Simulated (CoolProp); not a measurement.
A closed Brayton cycle with dry air: compressor inlet 313.15 K and 5 MPa, high pressure 13.2 MPa, turbine inlet 690 K, compressor efficiency 0.8, turbine efficiency 0.93, recuperator effectiveness 0.9 (on enthalpy, no pinch check). Each further row changes one setting.

Model: reference Helmholtz-energy equation of state, Lemmon 2000, in CoolProp. It is a pseudo-pure fit of the blend.

| case | thermal efficiency (%) | net work (kJ/kg) | compressor to turbine work | compressor exit (K) | turbine exit (K) |
|---|---|---|---|---|---|
| as stated | 19.1 | 34.0 | 0.79 | 438.9 | 539.9 |
| turbine inlet 640 K | 13.6 | 22.0 | ? | 438.9 | 499.3 |
| compressor inlet 323.15 K | 16.9 | ? | 0.82 | 452.8 | 539.9 |
| high pressure 11.2 MPa | 21.5 | 33.9 | 0.75 | 415.2 | ? |
| recuperator effectiveness 0.5 | ? | 34.0 | 0.79 | 438.9 | 539.9 |

### Question
Fill in the missing entries.

### Answer

- turbine inlet 640 K, compressor to turbine work: 0.85
- compressor inlet 323.15 K, net work (kJ/kg): 29.6
- high pressure 11.2 MPa, turbine exit (K): 563.0
- recuperator effectiveness 0.5, thermal efficiency (%): 15.4
